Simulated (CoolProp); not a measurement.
Computed with CoolProp (reference Helmholtz-energy equation of state, Platzer 1990). This equation is an older, rougher fit.

Q: For R114, give the phase and the Z, cp (kJ/(kg K)), isothermal compressibility (1/MPa), expansivity (1/kK) at 455.5 K and 13.6 bar.

A: 
- 455.5 K and 13.6 bar: gas; Z 0.887, cp 0.879, isothermal compressibility 0.837, expansivity 3.29
